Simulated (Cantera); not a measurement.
A Cantera script and its output.

```python
import numpy as np
import cantera as ct

gas = ct.Solution("gri30.yaml")
gas.TPX = 1075, 160000, {'N2O': 1}
inlet = ct.Reservoir(gas, clone=True)

reactor = ct.IdealGasConstPressureReactor(gas, energy="off", clone=False)
exhaust = ct.Reservoir(gas, clone=True)
tau = [3.8, 1.6, 0.67, 0.28, 0.12, 0.049, 0.021, 0.0086, 0.0036, 0.0015][0]
for a, b in ((inlet, reactor), (reactor, exhaust)):
    ct.MassFlowController(a, b, mdot=lambda t: reactor.mass / tau)
net = ct.ReactorNet([reactor])
show = ['N2O', 'O2', 'NO', 'NO2', 'N2']

rows = []
print(f"{'tau/s':>10s}{'T/K':>9s}" + "".join(f"{s:>11s}" for s in show))
for tau in [3.8, 1.6, 0.67, 0.28, 0.12, 0.049, 0.021, 0.0086, 0.0036, 0.0015]:
    net.initial_time = 0.0
    net.advance(30 * tau)
    before = gas.X
    net.advance(40 * tau)
    drift = np.max(np.abs(gas.X - before) / (gas.X + 1e-9))
    rows.append([gas.T, *gas[show].X, drift])
    print(f"{tau:10.3e}{gas.T:9.1f}" + "".join(f"{x:11.3e}" for x in gas[show].X))
```

It prints:

```
     tau/s      T/K        N2O         O2         NO        NO2         N2
 3.800e+00   1075.0  7.554e-01  7.708e-02  8.594e-03  1.944e-04  1.587e-01
 1.600e+00   1075.0  8.746e-01  3.937e-02  4.676e-03  1.031e-04  8.124e-02
 6.700e-01   1075.0  9.418e-01  1.823e-02  2.238e-03  4.668e-05  3.765e-02
 2.800e-01   1075.0  9.745e-01  7.984e-03  9.974e-04  1.842e-05  1.649e-02
 1.200e-01   1075.0  9.888e-01  3.492e-03  4.405e-04  6.448e-06  7.213e-03
 4.900e-02   1075.0  9.954e-01  1.439e-03  1.829e-04  1.754e-06  2.972e-03
 2.100e-02   1075.0  9.980e-01  6.188e-04  7.902e-05  4.265e-07  1.278e-03
 8.600e-03   1075.0  9.992e-01  2.537e-04  3.250e-05  8.335e-08  5.241e-04
 3.600e-03   1075.0  9.997e-01  1.062e-04  1.362e-05  1.562e-08  2.194e-04
 1.500e-03   1075.0  9.999e-01  4.416e-05  5.667e-06  2.783e-09  9.134e-05
```

Computed with Cantera and GRI-Mech 3.0 (53 species, 325 reactions). GRI-Mech 3.0 was tuned for natural gas; its chemistry of N2O as a main component is partial and can be far from experiment. The mechanism lacks the step 2 NO + O2 → 2 NO2, which can matter for NO2 below about 1400 K. The temperature is held fixed by assumption; the heat of reaction is taken as removed at once.
